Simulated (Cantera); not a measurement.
Pyrogenic steam for wet oxidation

An isothermal, constant-pressure homogeneous reactor starts with H2 : O2 : N2 = 0.77 : 1 : 5.8 (molar parts), equivalence ratio 0.39, at 973 K and 0.840 bar.

Cantera simulation using the H2/O2 subset of GRI-Mech 3.0, which has no nitrogen chemistry; the numbers are that mechanism's predictions, not measurements. The temperature is held fixed by assumption; the heat of reaction is taken as removed at once.

```tsv
t (s)	x H2	x O2	x HO2	x O	x H2O2	x H2O
3.00e-5	0.102	0.132	2.28e-10	2.44e-11	<1e-12	1.29e-10
0.000125	0.102	0.132	4.70e-9	3.74e-10	7.72e-12	5.58e-9
0.000522	0.102	0.132	1.87e-5	1.64e-6	1.49e-7	3.27e-5
0.00218	0.0237	0.0964	5.37e-5	7.00e-7	5.87e-5	0.0821
0.00909	0.0229	0.0960	4.41e-5	6.80e-7	0.000132	0.0829
0.0379	0.0173	0.0934	4.67e-5	9.02e-7	0.000216	0.0887
0.158	0.00562	0.0881	2.75e-5	5.51e-7	9.78e-5	0.101
0.660	0.000449	0.0858	5.12e-6	7.43e-8	4.15e-6	0.107
2.75	3.97e-5	0.0856	6.42e-7	2.11e-9	6.83e-8	0.107
11.5	4.42e-6	0.0856	9.47e-8	8.26e-11	1.73e-9	0.107
47.9	6.85e-8	0.0856	3.61e-9	2.30e-12	1.53e-11	0.107
200	1.54e-11	0.0856	3.02e-10	2.17e-11	5.66e-11	0.107
```
x: mole fraction; the columns are a selection and need not sum to one.

Equilibrium at this temperature and pressure: H2 1.54e-11, O2 0.0856, HO2 3.02e-10, O 2.17e-11, H2O2 5.67e-11, H2O 0.107 (gas phase only).
